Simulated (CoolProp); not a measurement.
A single-stage vapour-compression cycle with isobutane: evaporating at 272.15 K (dew point), condensing at 308.15 K (bubble point), superheat 2 K, subcooling 2 K, compressor efficiency 0.9, no pressure losses. Each further row changes one setting.

Computed with CoolProp (reference Helmholtz-energy equation of state, Bücker 2006).

```
case                              cooling COP  pressure ratio  discharge temperature (K)  refrigerating effect (kJ/kg)  volumetric capacity (kJ/m³)
--------------------------------  -----------  --------------  -------------------------  ----------------------------  ---------------------------
as stated                                5.86            3.07                      309.4                           278                         1130
evaporating temperature 277.15 K         7.08            2.58                      309.2                           284                         1370
condensing temperature 303.15 K           ___            2.67                      304.8                           290                         1180
subcooling 7 K                           6.12            3.07                      309.4                           290                         1180
superheat 12 K                           5.94            3.07                        ___                           294                         1150
compressor efficiency 0.8                5.21            3.07                        ___                           278                         1130
```

**Question.** Some entries are withheld; supply them.

**Answer.** 
- condensing temperature 303.15 K, cooling COP: 6.99
- superheat 12 K, discharge temperature (K): 319.2
- compressor efficiency 0.8, discharge temperature (K): 312.6
